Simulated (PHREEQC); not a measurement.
# Metal-bearing waste water: an equilibrium model

Consider water at 35 °C with 0.005 mol/kgw CdCl2, 5.6e-05 mol/kgw CuCl2 and 0.019 mol/kgw HCl. Closed to the air; pH follows from the charge balance.

The numbers come from PHREEQC with the ion-association model, phreeqc.dat.

Precipitation was switched off in this run.

Question: What pH, ionic strength does the model give?

Answer: pH 1.78; ionic strength 0.0280 mol/kgw.

Question: In which forms is Cd present?

Answer: CdCl+ 55 %, Cd+2 41 %, CdCl2 4.4 % of the Cd.
